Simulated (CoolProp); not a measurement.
The numbers come from the reference Helmholtz-energy equation of state, Akasaka 2023 in CoolProp.

**Question.** For R1336mzz(E), give the phase and the Z, isothermal compressibility (1/MPa), expansivity (1/kK) at 325.5 K and 3.15 MPa.

**Answer.** 
- 325.5 K and 3.15 MPa: liquid; Z 0.152, isothermal compressibility 0.00506, expansivity 2.69
